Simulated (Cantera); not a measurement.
A closed system holds: 1 mol N₂O, 0.07 mol H₂, 0.76 mol N₂, at 0.0350 bar.

Equilibrium computed with Cantera from the NASA thermochemical tables; the gas is ideal and each condensed phase is pure. Candidate condensed phases: H₂O; 24 gas species. Rates play no part. All values below are at 2123 K.

Base state: N₂ 0.759, O₂ 0.194, H₂O 0.0279, NO 0.00994, OH 0.00432, O 0.00384, H 0.000293, H₂ 0.000234 (mole fractions); condensed: gas only.

### Question
What changes in the equilibrium state with this change: H₂ from 0.07 to 0.4 mol?

### Answer
```
species    before     after
-------  --------  --------
N₂          0.759     0.708
H₂O        0.0279     0.155
O₂          0.194     0.115
H₂       0.000234   0.00170
H        0.000293  0.000790
OH        0.00432   0.00894
NO        0.00994   0.00739
```

### Question
What changes in the equilibrium state with this change: H₂ from 0.07 to 1 mol?

### Answer
```csv
species,before,after
N₂,0.759,0.629
H₂O,0.0279,0.338
H₂,0.000234,0.0162
O₂,0.194,0.00598
H,0.000293,0.00244
NO,0.00994,0.00159
O,0.00384,0.000674
```
